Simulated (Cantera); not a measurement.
Charge: 1 mol SiCl4, 0.024 mol C2H4, 39 mol H2, at 75.0 Torr.

These are equilibrium values from Cantera (NASA tables, ideal gas, pure condensed phases), not measurements of a reactor. Candidate condensed phases: C, C6H6, C7H8, C8H18, Si, SiC; 109 gas species. Mutual solubility and eutectic melting of coexisting phases are not modelled. The tables' values for SiCl3, SiCl are old estimates; treat these amounts as uncertain. Gases not in the tables: Si2H6 and higher silanes. The numbers say what is thermodynamically allowed, not how fast it happens.

x: gas mole fraction; n: condensed amount in mol.

```
T (°C)   x H2   x HCl   x SiCl2   x SiCl4  n Si(s)  n SiC(s)  n Si(l)
------  -----  ------  --------  --------  -------  --------  -------
750     0.961  0.0157  0.000459    0.0145   0.0113    0.0479        0
850     0.950  0.0303   0.00204    0.0107    0.137    0.0479        0
950     0.936     ___       ___       ___      ___    0.0479        0
1050    0.925  0.0595    0.0105   0.00182    0.309    0.0479        0
1150    0.920  0.0640    0.0134  0.000417    0.314    0.0479        0
1250    0.919  0.0647    0.0149   9.41e-5    0.301    0.0479        0
1350    0.919  0.0644    0.0158   2.40e-5    0.283    0.0479        0
1450    0.918  0.0649    0.0158       ___        0    0.0479      ___
1550    0.916  0.0672    0.0148   2.35e-6        0    0.0479    0.332
1650    0.914  0.0691    0.0138   8.68e-7        0    0.0477    0.364
1750    0.909  0.0706    0.0128   3.50e-7        0    0.0470    0.374
```

### Question
Fill in the missing entries.

### Answer

- 1450, x SiCl4: 7.05e-6
- 1450, n Si(l): 0.288
- 950, x HCl: 0.0473
- 950, x SiCl2: 0.00581
- 950, x SiCl4: 0.00564
- 950, n Si(s): 0.253
